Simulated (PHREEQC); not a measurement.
A made-up water analysis in mmol/kgw, 10 °C, pH 2.73, pe 12.7: Na 0.24; K 1.87; Ca 5.35; Mg 0.171; Cl 2.2; S(6) 7.13; Al 0.00234.

Valence states are taken as typed.

The numbers come from PHREEQC with the ion-association model, phreeqc.dat.

This is a speciation only: nothing precipitates in the calculation.

Task: Predict the ionic strength, charge-balance error.

Result: ionic strength 0.0228 mol/kgw; charge-balance error -2.7 %.

Task: In which forms is Na present?

Result: Na+ 99 %, NaSO4- 1.4 % of the Na.

Complexes and solids missing from the database can't appear. Constants without temperature data keep their 25 °C values here.
